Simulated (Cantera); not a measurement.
Charge: 1 mol SiCl4, 0.15 mol HCl, 13 mol H2, 0.0018 mol Cl2, equilibrated at 173 Torr.

Method: chemical equilibrium by Gibbs-energy minimisation in Cantera with the NASA 1993 tables (ideal gas, pure condensed phases). Candidate condensed phases: Si; 19 gas species. The numbers say what is thermodynamically allowed, not how fast it happens.

Which condensed phases are stable at each of these points (T (K)): 1223, 1273, 1323, 1373, 1423, 1473, 1523, 1573, 1623, 1673?


```tsv
T (K)	condensed phases	Si condensed (%)
1223	Si(s)	1.4
1273	Si(s)	2.3
1323	Si(s)	2.0
1373	Si(s)	0.5
1423	gas only	0.0
1473	gas only	0.0
1523	gas only	0.0
1573	gas only	0.0
1623	gas only	0.0
1673	gas only	0.0
```

From 1223 K to 1373 K the condensed part is Si(s). From 1423 K to 1673 K nothing is condensed.
